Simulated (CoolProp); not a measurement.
Carbon monoxide along the isotherm -157.45 °C: fugacity coefficient from the reference equation and from simpler models built on Tc = -140.3 °C, pc = 3498 kPa, ω = 0.050; each cubic takes its own stable root.

Values from CoolProp's reference Helmholtz-energy equation of state, Lemmon 2006. It is a short technical equation, of lower accuracy than the large ones.

```json
[
 {"p (kPa)": "1090", "phase": "gas", "reference": "0.8462"},
 {"p (kPa)": "2190", "phase": "liquid", "reference": "0.5542"},
 {"p (kPa)": "3280", "phase": "liquid", "reference": "0.3894"},
 {"p (kPa)": "4370", "phase": "liquid", "reference": "0.3074"},
 {"p (kPa)": "5470", "phase": "liquid", "reference": "0.2582"},
 {"p (kPa)": "6560", "phase": "liquid", "reference": "0.2261"},
 {"p (kPa)": "7650", "phase": "liquid", "reference": "0.2035"},
 {"p (kPa)": "8750", "phase": "liquid", "reference": "0.1867"}
]
```

Problem. How far does each simpler model (van der Waals, Redlich-Kwong, Soave-Redlich-Kwong, Peng-Robinson) lie from the reference over these 8 states: mean and median of the absolute difference, and the worst?

Solution. 
- van der Waals: mean 30.1 %, median 32.8 %, worst +41.7 % at -157.45 °C and 8750 kPa
- Redlich-Kwong: mean 2.2 %, median 2.5 %, worst +3.0 % at -157.45 °C and 8750 kPa
- Soave-Redlich-Kwong: mean 1.2 %, median 1.3 %, worst +1.8 % at -157.45 °C and 8750 kPa
- Peng-Robinson: mean 2.9 %, median 2.9 %, worst -4.3 % at -157.45 °C and 8750 kPa
